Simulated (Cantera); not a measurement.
Charge: 1 mol Si3N4, a varied amount of HCl, 37 mol N2, held at 1623 K and 0.0133 bar.

Method: chemical equilibrium by Gibbs-energy minimisation in Cantera with the NASA 1993 tables (ideal gas, pure condensed phases). Candidate condensed phases: NH4Cl, Si, Si3N4; 28 gas species. Equilibrium is a limit: real reactors are often held back by kinetics, nucleation or transport.

### Question
Which condensed phases are stable at each of these points (n(HCl) (mol)): 1.9, 2.4, 3, 3.7, 4.7, 5.9, 7.5, 9.4, 12, 15?

### Answer
```csv
n(HCl) (mol),condensed phases,Si condensed (%)
1.9,Si3N4(s),82.7
2.4,Si3N4(s),78.1
3,Si3N4(s),72.6
3.7,Si3N4(s),66.1
4.7,Si3N4(s),56.9
5.9,Si3N4(s),45.7
7.5,Si3N4(s),30.7
9.4,Si3N4(s),12.7
12,gas only,0.0
15,gas only,0.0
```

From 1.9 mol HCl to 9.4 mol HCl the condensed part is Si3N4(s). From 12 mol HCl to 15 mol HCl nothing is condensed.
